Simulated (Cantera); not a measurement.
**Stirred combustor or abatement burner**

A perfectly stirred reactor is fed with C3H8 : O2 : N2 = 1 : 3.4 : 54.4 (molar parts), at 8250 Torr; it is adiabatic with a 648 K inlet, and is followed from long to short residence time, starting on the burning branch (τ in s: 0.35, 0.1, 0.03, 0.0089, 0.0026, 0.00077, 0.00023, 6.7e-05, 2e-05, 5.8e-06).

Cantera simulation using GRI-Mech 3.0 (53 species, 325 reactions); the numbers are that mechanism's predictions, not measurements. GRI-Mech 3.0 was tuned for natural gas; its chemistry of propane as a main component is partial and can be far from experiment.

```json
[
 {"τ (s)": "0.35", "T (K)": "1249", "x C3H8": "8.22e-5", "x O2": "0.00148", "x C2H6": "6.70e-5", "x C2H2": "0.000315", "x OH": "5.65e-8", "x CH2": "7.45e-10", "x CH3": "5.06e-6"},
 {"τ (s)": "0.10", "T (K)": "1226", "x C3H8": "0.000189", "x O2": "0.00302", "x C2H6": "0.000103", "x C2H2": "0.000186", "x OH": "1.42e-7", "x CH2": "1.26e-9", "x CH3": "7.71e-6"},
 {"τ (s)": "0.030", "T (K)": "1183", "x C3H8": "0.000471", "x O2": "0.00611", "x C2H6": "0.000143", "x C2H2": "0.000111", "x OH": "3.65e-7", "x CH2": "1.92e-9", "x CH3": "1.00e-5"},
 {"τ (s)": "0.0089", "T (K)": "648", "x C3H8": "0.0170", "x O2": "0.0578", "x C2H6": "<1e-12", "x C2H2": "<1e-12", "x OH": "<1e-12", "x CH2": "<1e-12", "x CH3": "<1e-12"},
 {"τ (s)": "0.0026", "T (K)": "648", "x C3H8": "0.0170", "x O2": "0.0578", "x C2H6": "<1e-12", "x C2H2": "<1e-12", "x OH": "<1e-12", "x CH2": "<1e-12", "x CH3": "<1e-12"},
 {"τ (s)": "0.00077", "T (K)": "648", "x C3H8": "0.0170", "x O2": "0.0578", "x C2H6": "<1e-12", "x C2H2": "<1e-12", "x OH": "<1e-12", "x CH2": "<1e-12", "x CH3": "<1e-12"},
 {"τ (s)": "0.00023", "T (K)": "648", "x C3H8": "0.0170", "x O2": "0.0578", "x C2H6": "<1e-12", "x C2H2": "<1e-12", "x OH": "<1e-12", "x CH2": "<1e-12", "x CH3": "<1e-12"},
 {"τ (s)": "6.7e-5", "T (K)": "648", "x C3H8": "0.0170", "x O2": "0.0578", "x C2H6": "<1e-12", "x C2H2": "<1e-12", "x OH": "<1e-12", "x CH2": "<1e-12", "x CH3": "<1e-12"},
 {"τ (s)": "2.0e-5", "T (K)": "648", "x C3H8": "0.0170", "x O2": "0.0578", "x C2H6": "<1e-12", "x C2H2": "<1e-12", "x OH": "<1e-12", "x CH2": "<1e-12", "x CH3": "<1e-12"},
 {"τ (s)": "5.8e-6", "T (K)": "648", "x C3H8": "0.0170", "x O2": "0.0578", "x C2H6": "<1e-12", "x C2H2": "<1e-12", "x OH": "<1e-12", "x CH2": "<1e-12", "x CH3": "<1e-12"}
]
```
x: mole fraction; the columns are a selection and need not sum to one.
